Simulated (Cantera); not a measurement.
Charge: 1 mol Fe(CO)5, 0.14 mol H2, 2.7 mol N2, 0.061 mol CO, at 1.33 mbar.

Method: chemical equilibrium by Gibbs-energy minimisation in Cantera with the NASA 1993 tables (ideal gas, pure condensed phases). Candidate condensed phases: C, C6H6, C7H8, C8H18, Fe, Fe(CO)5, FeO, Fe(OH)2, Fe(OH)3, Fe2O3, Fe3O4, H2O; 140 gas species. The numbers say what is thermodynamically allowed, not how fast it happens.

Question: At 952 °C, list the 3 most abundant gas species with their mole fractions, and the condensed phases.

Answer: CO 0.641, N2 0.342, H2 0.0177. Condensed: Fe(γ).
